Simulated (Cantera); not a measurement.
c-C₄F₈ + F₂ + H₂ (fluorocarbon and chlorocarbon gases)

Input: 1 mol c-C₄F₈, 0.025 mol F₂, 2 mol H₂, at 5.30 Pa.

These are equilibrium values from Cantera (NASA tables, ideal gas, pure condensed phases), not measurements of a reactor. Candidate condensed phases: C, C₆H₆, C₇H₈, C₈H₁₈; 95 gas species. The feed counts by its element totals alone. Gases not in the tables: C₂F₆ and larger saturated fluorocarbons. The numbers say what is thermodynamically allowed, not how fast it happens.

From 1800 K to 2400 K the condensed part is C(graphite). The main C-bearing gas is CF₄ at 1800 K and CF at 2400 K. The share of C in condensed phases is highest at 2325 K (96.8 %) and lowest at 1800 K (73.5 %).

```json
[
 {"T (K)": "1800", "x HF": "0.692", "x F": "0.124", "x CF₂": "0.0780", "x CF₄": "0.104", "x CF": "0.000191", "n C(graphite)": "2.94"},
 {"T (K)": "1875", "x HF": "0.616", "x F": "0.233", "x CF₂": "0.106", "x CF₄": "0.0436", "x CF": "0.000559", "n C(graphite)": "3.02"},
 {"T (K)": "1950", "x HF": "0.557", "x F": "0.340", "x CF₂": "0.0930", "x CF₄": "0.00862", "x CF": "0.00122", "n C(graphite)": "3.26"},
 {"T (K)": "2025", "x HF": "0.528", "x F": "0.409", "x CF₂": "0.0594", "x CF₄": "0.000999", "x CF": "0.00214", "n C(graphite)": "3.52"},
 {"T (K)": "2100", "x HF": "0.514", "x F": "0.449", "x CF₂": "0.0334", "x CF₄": "9.87e-5", "x CF": "0.00333", "n C(graphite)": "3.71"},
 {"T (K)": "2175", "x HF": "0.505", "x F": "0.471", "x CF₂": "0.0181", "x CF₄": "9.75e-6", "x CF": "0.00482", "n C(graphite)": "3.82"},
 {"T (K)": "2250", "x HF": "0.500", "x F": "0.482", "x CF₂": "0.00973", "x CF₄": "1.03e-6", "x CF": "0.00666", "n C(graphite)": "3.87"},
 {"T (K)": "2325", "x HF": "0.495", "x F": "0.487", "x CF₂": "0.00532", "x CF₄": "1.20e-7", "x CF": "0.00889", "n C(graphite)": "3.87"},
 {"T (K)": "2400", "x HF": "0.486", "x F": "0.489", "x CF₂": "0.00299", "x CF₄": "1.58e-8", "x CF": "0.0116", "n C(graphite)": "3.83"}
]
```
x: gas mole fraction; n: condensed amount in mol.
